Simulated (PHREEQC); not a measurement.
Consider water at 65 °C with 0.0032 mol CaSO4, 0.00033 mol NaHCO3 and 0.001 mol H4SiO4 per kg of water. Closed to the air; pH follows from the charge balance.

Equilibrium calculation in PHREEQC: ion-association model, phreeqc.dat.

* **pH**: 7.40
* **ionic strength**: 0.0106 mol/kgw
* **specific conductance**: 1320 µS/cm
* **total alkalinity**: 0.330 meq/kg

```tsv
species	molality	activity	log γ
SO4-2	0.00257	0.00164	-0.194
Ca+2	0.00256	0.00165	-0.192
H4SiO4	0.000988	0.000990	0.001
CaSO4	0.000626	0.000627	0.001
Na+	0.000327	0.000292	-0.049
HCO3-	0.000296	0.000265	-0.048
CO2	2.08e-5	2.08e-5	0.001
H3SiO4-	1.23e-5	1.10e-5	-0.050
CaHCO3+	8.43e-6	7.56e-6	-0.047
CaCO3	4.23e-6	4.24e-6	0.001
OH-	3.56e-6	3.17e-6	-0.051
NaSO4-	3.36e-6	3.01e-6	-0.048
```

Precipitation was switched off in this run. The solution is supersaturated, for example in Quartz (slow to form), Chalcedony (slow to form), so a real one may precipitate; this is no full list. Species that the database lacks are ignored. Constants without temperature data keep their 25 °C values here.
